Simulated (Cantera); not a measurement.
An isothermal, constant-pressure homogeneous reactor starts with 2.56 % CH₄, 95.0 % H₂, 2.47 % CO₂, at 1600 K and 46.5 Torr.

Computed with Cantera and GRI-Mech 3.0 (53 species, 325 reactions).

Predict: x(CH₄) at 200 s; x(H₂) at 200 s; x(CO₂) at 200 s; x(OH) at 200 s; x(C₂H₂) at 200 s.


```json
{
 "x(CH₄) at 200 s": "0.00203 (gas-phase equilibrium 0.000306)",
 "x(H₂) at 200 s": "0.945 (gas-phase equilibrium 0.952)",
 "x(CO₂) at 200 s": "0.000143 (gas-phase equilibrium 1.17e-8)",
 "x(OH) at 200 s": "9.97e-8 (gas-phase equilibrium 6.27e-12)",
 "x(C₂H₂) at 200 s": "0.00512 (gas-phase equilibrium 0.000297)"
}
```
